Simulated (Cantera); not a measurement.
Transport properties of process gases

Gas mixture: 100 % NH3, at 170 Pa, frozen composition.

Cantera's kinetic-theory transport with the Lennard-Jones parameters of GRI-Mech 3.0, ideal gas; thermal conductivity in the multicomponent form. Polar gases are described roughly by these parameters. The composition is frozen, though it would react at the higher temperatures.

```
T (K)  ρ (kg/m³)  cp (J/kg/K)  μ (µPa s)  λ (mW/m/K)     Pr  D (cm²/s) CH3  D (cm²/s) NO  D (cm²/s) CH4
-----  ---------  -----------  ---------  ----------  -----  -------------  ------------  -------------
400     0.000871         2269       13.9        44.2  0.715            233           225            230
600     0.000580         2662       20.9        77.6  0.717            496           472            492
800     0.000435         3009       27.5         115  0.721            830           786            826
1000    0.000348         3319       33.6         154  0.724           1230          1160           1220
1200    0.000290         3580       39.3         194  0.727           1680          1580           1680
1400    0.000249         3802       44.6         233  0.728           2190          2050           2180
1600    0.000218         3990       49.6         271  0.729           2740          2570           2740
1800    0.000193         4147       54.3         309  0.730           3340          3130           3340
2000    0.000174         4278       58.8         344  0.731           3990          3740           3990
```
D: mixture-averaged diffusion coefficient of that species in the mixture.
